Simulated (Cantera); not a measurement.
## Adiabatic ignition

An adiabatic, constant-pressure homogeneous reactor starts with 9.08 % CH4, 0.763 % C2H6, 19.0 % O2, 71.2 % N2, equivalence ratio 1.1, at 1100 K and 15.0 bar.

Computed with Cantera and GRI-Mech 3.0 (53 species, 325 reactions). The pressure lies above the range GRI-Mech 3.0 was tuned for (to about 10 atm).

```json
[
 {"t (s)": "1.00e-6", "T (K)": "1100", "x CH4": "0.0908", "x C2H6": "0.00763", "x O2": "0.190", "x CH3": "2.50e-9", "x NO2": "<1e-12", "x CH2CO": "<1e-12", "x HO2": "1.52e-9"},
 {"t (s)": "2.39e-6", "T (K)": "1100", "x CH4": "0.0908", "x C2H6": "0.00763", "x O2": "0.190", "x CH3": "5.92e-9", "x NO2": "<1e-12", "x CH2CO": "<1e-12", "x HO2": "3.68e-9"},
 {"t (s)": "5.72e-6", "T (K)": "1100", "x CH4": "0.0908", "x C2H6": "0.00763", "x O2": "0.190", "x CH3": "1.39e-8", "x NO2": "<1e-12", "x CH2CO": "<1e-12", "x HO2": "9.10e-9"},
 {"t (s)": "1.37e-5", "T (K)": "1100", "x CH4": "0.0908", "x C2H6": "0.00763", "x O2": "0.190", "x CH3": "3.19e-8", "x NO2": "<1e-12", "x CH2CO": "<1e-12", "x HO2": "2.35e-8"},
 {"t (s)": "3.27e-5", "T (K)": "1100", "x CH4": "0.0908", "x C2H6": "0.00763", "x O2": "0.190", "x CH3": "6.94e-8", "x NO2": "<1e-12", "x CH2CO": "<1e-12", "x HO2": "6.45e-8"},
 {"t (s)": "7.82e-5", "T (K)": "1100", "x CH4": "0.0908", "x C2H6": "0.00763", "x O2": "0.190", "x CH3": "1.40e-7", "x NO2": "<1e-12", "x CH2CO": "<1e-12", "x HO2": "1.91e-7"},
 {"t (s)": "0.000187", "T (K)": "1100", "x CH4": "0.0908", "x C2H6": "0.00763", "x O2": "0.190", "x CH3": "2.91e-7", "x NO2": "<1e-12", "x CH2CO": "1.60e-12", "x HO2": "5.98e-7"},
 {"t (s)": "0.000447", "T (K)": "1100", "x CH4": "0.0908", "x C2H6": "0.00762", "x O2": "0.190", "x CH3": "8.80e-7", "x NO2": "<1e-12", "x CH2CO": "7.35e-11", "x HO2": "2.22e-6"},
 {"t (s)": "0.00107", "T (K)": "1101", "x CH4": "0.0907", "x C2H6": "0.00758", "x O2": "0.190", "x CH3": "3.66e-6", "x NO2": "<1e-12", "x CH2CO": "1.29e-8", "x HO2": "9.63e-6"},
 {"t (s)": "0.00256", "T (K)": "1126", "x CH4": "0.0874", "x C2H6": "0.00656", "x O2": "0.186", "x CH3": "1.90e-5", "x NO2": "<1e-12", "x CH2CO": "8.92e-6", "x HO2": "6.58e-5"},
 {"t (s)": "0.00612", "T (K)": "2738", "x CH4": "<1e-12", "x C2H6": "<1e-12", "x O2": "0.00327", "x CH3": "<1e-12", "x NO2": "1.35e-6", "x CH2CO": "<1e-12", "x HO2": "2.92e-6"},
 {"t (s)": "0.0146", "T (K)": "2738", "x CH4": "<1e-12", "x C2H6": "<1e-12", "x O2": "0.00327", "x CH3": "<1e-12", "x NO2": "1.35e-6", "x CH2CO": "<1e-12", "x HO2": "2.92e-6"},
 {"t (s)": "0.0350", "T (K)": "2738", "x CH4": "<1e-12", "x C2H6": "<1e-12", "x O2": "0.00327", "x CH3": "<1e-12", "x NO2": "1.35e-6", "x CH2CO": "<1e-12", "x HO2": "2.92e-6"},
 {"t (s)": "0.0836", "T (K)": "2738", "x CH4": "<1e-12", "x C2H6": "<1e-12", "x O2": "0.00327", "x CH3": "<1e-12", "x NO2": "1.35e-6", "x CH2CO": "<1e-12", "x HO2": "2.92e-6"},
 {"t (s)": "0.200", "T (K)": "2738", "x CH4": "<1e-12", "x C2H6": "<1e-12", "x O2": "0.00327", "x CH3": "<1e-12", "x NO2": "1.35e-6", "x CH2CO": "<1e-12", "x HO2": "2.92e-6"}
]
```
x: mole fraction; the columns are a selection and need not sum to one.

```
Item                                                                Result
---------------------------------  ---------------------------------------
time of steepest temperature rise                                  2.97 ms
temperature at 0.200 s                                              2738 K
equilibrium temperature                                             2738 K
x(CH4) at 0.200 s                    <1e-12 (gas-phase equilibrium <1e-12)
x(C2H6) at 0.200 s                   <1e-12 (gas-phase equilibrium <1e-12)
x(O2) at 0.200 s                   0.00327 (gas-phase equilibrium 0.00327)
```
